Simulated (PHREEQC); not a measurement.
A solution holds 0.0056 mol PbCl2 and 0.005 mol Cu(NO3)2 per kg of water, at 75 °C. Closed to the air; pH follows from the charge balance.

The numbers come from PHREEQC with the ion-association model, phreeqc.dat.

Precipitation was switched off in this run.

### Question
Order these Cl species by the share of Cl that they hold, largest first: PbCl2, CuCl+, Cl-, PbCl+.

### Answer
Cl- (80 %), PbCl+ (16 %), CuCl+ (4.1 %), PbCl2 (0.14 %)

### Question
Order these Pb species by the share of Pb that they hold, largest first: PbCl+, PbNO3+, Pb+2, PbCl2.

### Answer
Pb+2 (63 %), PbCl+ (32 %), PbNO3+ (4.5 %), PbCl2 (0.14 %)

The pH is 4.40 and the ionic strength 0.0267 mol/kgw. Species that the database lacks are ignored. Constants without temperature data keep their 25 °C values here.
